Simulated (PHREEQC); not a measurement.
0.1 mol of Cerrusite (PbCO3) is brought to equilibrium with 1 kg of water holding 3.2 mmol/kgw HCl, with rising amounts of NH4Cl, at 25 °C. Oxygen alone is held at its pressure in air (log pO2 = -0.68). CO2 from the air is kept out. Solids allowed: Cerrusite, Litharge, Hydrocerrusite, Cotunnite, Laurionite. Others were left out.

Computed with PHREEQC (ion-association model, wateq4f.dat).

```json
[
 {"NH4Cl added (mol)": "0", "pH": "4.66", "dissolved Pb (mol/kgw)": "0.00162", "dissolved C (mol/kgw)": "0.00162"},
 {"NH4Cl added (mol)": "0.0208", "pH": "4.80", "dissolved Pb (mol/kgw)": "0.00163", "dissolved C (mol/kgw)": "0.00163"},
 {"NH4Cl added (mol)": "0.0417", "pH": "4.87", "dissolved Pb (mol/kgw)": "0.00164", "dissolved C (mol/kgw)": "0.00164"},
 {"NH4Cl added (mol)": "0.0625", "pH": "4.93", "dissolved Pb (mol/kgw)": "0.00164", "dissolved C (mol/kgw)": "0.00164"},
 {"NH4Cl added (mol)": "0.0833", "pH": "(withheld)", "dissolved Pb (mol/kgw)": "0.00165", "dissolved C (mol/kgw)": "0.00165"},
 {"NH4Cl added (mol)": "0.104", "pH": "(withheld)", "dissolved Pb (mol/kgw)": "0.00165", "dissolved C (mol/kgw)": "0.00165"},
 {"NH4Cl added (mol)": "0.125", "pH": "5.03", "dissolved Pb (mol/kgw)": "0.00166", "dissolved C (mol/kgw)": "0.00166"},
 {"NH4Cl added (mol)": "0.146", "pH": "(withheld)", "dissolved Pb (mol/kgw)": "0.00166", "dissolved C (mol/kgw)": "0.00166"},
 {"NH4Cl added (mol)": "0.167", "pH": "5.08", "dissolved Pb (mol/kgw)": "0.00166", "dissolved C (mol/kgw)": "0.00166"},
 {"NH4Cl added (mol)": "0.188", "pH": "(withheld)", "dissolved Pb (mol/kgw)": "0.00167", "dissolved C (mol/kgw)": "0.00167"},
 {"NH4Cl added (mol)": "0.208", "pH": "(withheld)", "dissolved Pb (mol/kgw)": "0.00167", "dissolved C (mol/kgw)": "0.00167"},
 {"NH4Cl added (mol)": "0.229", "pH": "5.13", "dissolved Pb (mol/kgw)": "0.00168", "dissolved C (mol/kgw)": "0.00168"},
 {"NH4Cl added (mol)": "0.25", "pH": "5.15", "dissolved Pb (mol/kgw)": "0.00168", "dissolved C (mol/kgw)": "0.00168"}
]
```

### Question
Fill in the missing entries.

### Answer

- 0.0833, pH: 4.97
- 0.104, pH: 5.00
- 0.146, pH: 5.06
- 0.188, pH: 5.10
- 0.208, pH: 5.12
